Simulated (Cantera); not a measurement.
A perfectly stirred reactor is fed with 23.4 % CO, 0.960 % H2, 14.5 % O2, 54.6 % N2, 6.56 % CO2, equivalence ratio 0.84, at 1.58 atm; it is adiabatic with a 550 K inlet, and is followed from long to short residence time, starting on the burning branch (τ in s: 0.2, 0.08, 0.032, 0.013, 0.0053, 0.0022, 0.00088, 0.00036, 0.00014, 5.9e-05).

Computed with Cantera and GRI-Mech 3.0 (53 species, 325 reactions).

x: mole fraction; the columns are a selection and need not sum to one.

| τ (s) | T (K) | x CO | x H2 | x O2 | x O | x H2O2 | x H |
|---|---|---|---|---|---|---|---|
| 0.20 | 2274 | 0.0188 | 0.000106 | 0.0331 | 0.000831 | ? | 9.37e-5 |
| 0.080 | 2250 | 0.0225 | 0.000128 | 0.0352 | 0.00107 | ? | 0.000131 |
| 0.032 | 2205 | 0.0292 | 0.000170 | 0.0388 | 0.00159 | ? | 0.000219 |
| 0.013 | 2135 | 0.0390 | 0.000235 | 0.0435 | 0.00254 | ? | 0.000408 |
| 0.0053 | 2044 | 0.0509 | 0.000320 | 0.0488 | 0.00403 | ? | 0.000762 |
| 0.0022 | 1938 | 0.0640 | 0.000418 | 0.0544 | 0.00611 | ? | 0.00137 |
| 0.00088 | 1806 | 0.0791 | 0.000527 | 0.0606 | 0.00894 | ? | 0.00238 |
| 0.00036 | 1645 | 0.0977 | 0.000624 | 0.0688 | 0.0116 | ? | 0.00362 |
| 0.00014 | 550 | 0.234 | 0.00960 | 0.145 | <1e-12 | <1e-12 | <1e-12 |
| 5.9e-5 | 550 | 0.234 | 0.00960 | 0.145 | <1e-12 | <1e-12 | <1e-12 |

Task: Some entries are withheld; supply them.

Result: 
- 0.20, x H2O2: 1.09e-8
- 0.080, x H2O2: 1.26e-8
- 0.032, x H2O2: 1.69e-8
- 0.013, x H2O2: 2.61e-8
- 0.0053, x H2O2: 4.34e-8
- 0.0022, x H2O2: 7.52e-8
- 0.00088, x H2O2: 1.43e-7
- 0.00036, x H2O2: 2.96e-7
